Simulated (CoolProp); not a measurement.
A single-stage vapour-compression cycle with the fluid: evaporating at 223.15 K (dew point), condensing at 255.15 K (bubble point), superheat 8 K, subcooling 5 K, compressor efficiency 0.6, no pressure losses. The same conditions are run with several fluids, on thermodynamics alone (safety and materials aside).

Model: reference Helmholtz-energy equation of state of each fluid (ethylene: Smukala 2000; propane: Lemmon 2009; R410A: Lemmon 2003; R22: Kamei 1995; propylene: Lemmon 2013; vinyl chloride: Thol 2022), in CoolProp. Blends and air are pseudo-pure fits.

```json
[
 {"fluid": "ethylene", "cooling COP": "3.27", "pressure ratio": "2.51", "discharge temperature (K)": "307.6", "refrigerating effect (kJ/kg)": "318", "volumetric capacity (kJ/m³)": "5800"},
 {"fluid": "propane", "cooling COP": "3.82", "pressure ratio": "3.72", "discharge temperature (K)": "299.7", "refrigerating effect (kJ/kg)": "383", "volumetric capacity (kJ/m³)": "637"},
 {"fluid": "R410A", "cooling COP": "3.71", "pressure ratio": "3.98", "discharge temperature (K)": "317.3", "refrigerating effect (kJ/kg)": "240", "volumetric capacity (kJ/m³)": "1030"},
 {"fluid": "R22", "cooling COP": "3.76", "pressure ratio": "4.10", "discharge temperature (K)": "324.5", "refrigerating effect (kJ/kg)": "214", "volumetric capacity (kJ/m³)": "637"},
 {"fluid": "propylene", "cooling COP": "3.79", "pressure ratio": "3.61", "discharge temperature (K)": "306.4", "refrigerating effect (kJ/kg)": "392", "volumetric capacity (kJ/m³)": "802"},
 {"fluid": "vinyl chloride", "cooling COP": "3.75", "pressure ratio": "4.94", "discharge temperature (K)": "343.6", "refrigerating effect (kJ/kg)": "350", "volumetric capacity (kJ/m³)": "198"}
]
```
